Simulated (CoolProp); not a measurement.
Vapour-liquid equilibrium of dimethyl ether (1) + n-pentane (2) at 17.35 °C; x and y are mole fractions of (1).

Values from CoolProp's multi-fluid Helmholtz-energy mixture model, Wu 2011 and Thol 2019; pair parameters Bell 2016.

Task: Give the bubble pressure and the first vapour's composition at x = 0.275, 0.5, 0.65. Is there an azeotrope?

Result: x = 0.275: 176.2 kPa, y = 0.793; x = 0.5: 299.8 kPa, y = 0.913; x = 0.65: 358.6 kPa, y = 0.943. No azeotrope shows between x = 0.05 and 0.95.

The pair parameters rest on a limited set of measurements; away from them the model extrapolates. The gap from Raoult's law changes sign with composition, which may be real or a fault of the pair parameters; it wasn't checked against measurements.
